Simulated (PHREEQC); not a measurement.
Dissolve 0.018 mol/kgw Na2SeO4 and 0.0006 mol/kgw HCl at 20 °C. Closed to the air; pH follows from the charge balance.

Equilibrium calculation in PHREEQC: ion-association model, wateq4f.dat.

Question: The ionic strength comes out as 0.0543 mol/kgw. What activity coefficients do SeO4-2, Cl-, HSeO4-, H+, Na+ get?

Answer: SeO4-2 0.45, Cl- 0.81, HSeO4- 0.82, H+ 0.85, Na+ 0.82.

This is a speciation only: nothing precipitates in the calculation.
